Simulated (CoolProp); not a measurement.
Octamethyltrisiloxane (MDM) along the isotherm 575 K: density (kg/m³) from the reference equation and from simpler models built on Tc = 565.4 K, pc = 1.438 MPa, ω = 0.528; each cubic takes its own stable root.

Values from CoolProp's reference Helmholtz-energy equation of state, Thol 2017.

| p (MPa) | phase | reference |
|---|---|---|
| 0.0455 | gas | 2.274 |
| 0.103 | gas | 5.215 |
| 0.235 | gas | 12.28 |
| 0.536 | gas | 30.46 |
| 1.22 | gas | 95.00 |
| 2.78 | supercritical | 447.5 |
| 6.32 | supercritical | 524.8 |
| 14.4 | supercritical | 590.1 |

Question: How far does each simpler model (Redlich-Kwong, Peng-Robinson) lie from the reference over these 8 states: mean and median of the absolute difference, and the worst?

Answer: 
- Redlich-Kwong: mean 2.8 %, median 0.4 %, worst -12.2 % at 575 K and 2.78 MPa
- Peng-Robinson: mean 2.5 %, median 1.8 %, worst +7.7 % at 575 K and 14.4 MPa
